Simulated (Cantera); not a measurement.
An isothermal, constant-pressure homogeneous reactor starts with NO : N2 = 1 : 0.68 (molar parts), at 2175 K and 0.0267 bar.

Model: GRI-Mech 3.0 (53 species, 325 reactions), integrated in Cantera. Radical loss at walls, strong at low pressure, is not modelled.

x: mole fraction; the columns are a selection and need not sum to one.

```csv
t (s),x NO,x O,x O2,x N2,x NO2
0.000100,0.595,3.56e-6,9.29e-9,0.405,4.59e-9
0.000313,0.595,1.13e-5,9.24e-8,0.405,4.15e-8
0.000979,0.595,3.73e-5,9.38e-7,0.405,3.23e-7
0.00306,0.595,0.000132,1.03e-5,0.405,1.88e-6
0.00959,0.594,___,___,0.405,___
0.0300,0.591,___,___,0.407,___
0.0939,0.574,0.00228,0.00909,0.415,2.91e-5
0.294,0.511,0.00336,0.0401,0.446,4.70e-5
0.919,0.304,0.00551,0.142,0.548,5.31e-5
2.88,0.0550,0.00731,0.265,0.672,1.33e-5
9.00,0.0139,0.00758,0.286,0.693,3.48e-6
```

### Question
Some entries are withheld; supply them.

### Answer

- 0.00959, x O: 0.000488
- 0.00959, x O2: 0.000125
- 0.00959, x NO2: 7.58e-6
- 0.0300, x O: 0.00139
- 0.0300, x O2: 0.00136
- 0.0300, x NO2: 1.81e-5
